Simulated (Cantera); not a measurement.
A perfectly stirred reactor is fed with N2O : H2O = 1 : 0.0051 (molar parts), at 6900 Pa; it is held at 1325 K, and followed from long to short residence time.

Computed with Cantera and GRI-Mech 3.0 (53 species, 325 reactions). GRI-Mech 3.0 was tuned for natural gas; its chemistry of N2O as a main component is partial and can be far from experiment. The mechanism lacks the step 2 NO + O2 → 2 NO2, which can matter for NO2 below about 1400 K. The temperature is held fixed by assumption; the heat of reaction is taken as removed at once.

x: mole fraction; the columns are a selection and need not sum to one.

| τ (s) | x N2O | x H2O | x OH | x O2 | x H2O2 | x N2 |
|---|---|---|---|---|---|---|
| 3.0 | 0.378 | 0.00402 | 2.41e-5 | 0.176 | 5.37e-10 | 0.382 |
| 1.2 | 0.599 | 0.00439 | 2.50e-5 | 0.112 | 6.21e-10 | 0.245 |
| 0.45 | 0.796 | 0.00473 | 2.48e-5 | 0.0562 | 8.33e-10 | 0.123 |
| 0.17 | 0.909 | 0.00492 | 2.30e-5 | 0.0242 | ___ | 0.0531 |
| 0.067 | 0.959 | 0.00500 | 1.96e-5 | 0.0101 | ___ | 0.0221 |
| 0.026 | 0.981 | 0.00504 | 1.49e-5 | 0.00397 | ___ | 0.00877 |
| 0.010 | 0.989 | 0.00506 | 9.78e-6 | 0.00153 | ___ | 0.00339 |
| 0.0039 | 0.993 | 0.00507 | 5.35e-6 | 0.000591 | ___ | 0.00131 |
| 0.0015 | 0.994 | 0.00507 | 2.54e-6 | 0.000222 | ___ | 0.000500 |
| 0.00058 | 0.995 | 0.00507 | 1.12e-6 | 8.10e-5 | 9.11e-11 | 0.000188 |

**Question.** Fill in the missing entries.

**Answer.** 
- 0.17, x H2O2: 1.61e-9
- 0.067, x H2O2: 3.96e-9
- 0.026, x H2O2: 8.98e-9
- 0.010, x H2O2: 1.37e-8
- 0.0039, x H2O2: 8.75e-9
- 0.0015, x H2O2: 1.43e-9
